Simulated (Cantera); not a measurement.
Feed: 1 mol Cu2O, 0.52 mol CO, 11 mol N2, at 2550 K and 0.690 bar.

Cantera equilibrium calculation (NASA polynomials, part measured and part estimated; ideal gas, pure solids and liquids). Candidate condensed phases: C, Cu, CuO, Cu2O; 27 gas species. Equilibrium is a limit: real reactors are often held back by kinetics, nucleation or transport.

Base state: N2 0.791, Cu 0.141, CO2 0.0262, O2 0.0174, CO 0.0114, NO 0.00723, O 0.00293, CuO 0.00108 (mole fractions); condensed: gas only.

Q: What changes in the equilibrium state with this change: N2 from 11 to 5.6 mol?

A: 
```csv
species,before,after
N2,0.791,0.662
Cu,0.141,0.230
CO2,0.0262,0.0462
O2,0.0174,0.0290
CO,0.0114,0.0156
Cu2,0.00103,0.00272
CuO,0.00108,0.00228
O,0.00293,0.00379
```

Q: What changes in the equilibrium state with this change: pressure from 0.690 bar to 1.33 mbar?

A: 
```tsv
species	before	after
N2	0.791	0.765
Cu	0.141	0.140
O	0.00293	0.0459
CO2	0.0262	0.00236
CO	0.0114	0.0339
O2	0.0174	0.00827
Cu2	0.00103	1.93e-6
CuO	0.00108	3.24e-5
```

Q: What changes in the equilibrium state with this change: Cu2O replaced by Fe2O3?

A: 
```csv
species,before,after
N2,0.791,0.919
CO2,0.0262,0.0313
O2,0.0174,0.0213
Cu,0.141,0
CO,0.0114,0.0123
Fe,0,0.00191
FeO,0,0.00171
CuO,0.00108,0
"FeO(l), mol",0,1.96
```
The tables' stoichiometric FeO is somewhat more stable than real wüstite, so its field is too wide. FeO: taken at fixed stoichiometry. Further candidate phases: Fe, Fe(CO)5, FeO, Fe2O3, Fe3O4.
